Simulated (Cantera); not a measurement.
Cantera with NASA thermochemical tables; ideal gases at 1 bar, condensed phases pure. Values are per mole of reaction as written; species without (g) are pure solids or liquids, kept so even where they would boil at 1 bar. VN: taken at fixed stoichiometry.

Q: Between 1323 and 1823 K, where is each reaction favourable under standard conditions?
- V2O3 + N2O(g) ⇌ 4 O(g) + 2 VN

A: 
- V2O3 + N2O(g) ⇌ 4 O(g) + 2 VN: ΔG° is 1162 kJ at 1323 K and 958 kJ at 1823 K; it stays positive (K < 1). ΔH° is 1696 kJ and ΔS° 405 J/K at 1823 K.
